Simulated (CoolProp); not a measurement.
The numbers come from the reference Helmholtz-energy equation of state, Schroeder 2014 in CoolProp.

### Question
For ethanol, give the phase and the density (kg/m³), cp (kJ/(kg K)), expansivity (1/kK), fugacity coefficient at 339.2 K and 34.3 MPa.

### Answer
- 339.2 K and 34.3 MPa: liquid; density 781, cp 2.72, expansivity 0.984, fugacity coefficient 0.00360
